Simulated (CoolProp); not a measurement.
Computed with CoolProp (reference Helmholtz-energy equation of state, Schmidt 1985).

### Question
Give the vapour pressure (MPa), liquid cp (kJ/(kg K)), vapour viscosity (µPa s) of saturated oxygen at -184.15, -181.55 °C.

### Answer
```
T (°C)   p (MPa)  liquid cp (kJ/(kg K))  vapour viscosity (µPa s)
-------  -------  ---------------------  ------------------------
-184.15   0.0893                   1.70                      6.86
-181.55    0.117                   1.70                      7.06
```

Viscosity comes from a separate model (Lemmon 2004).
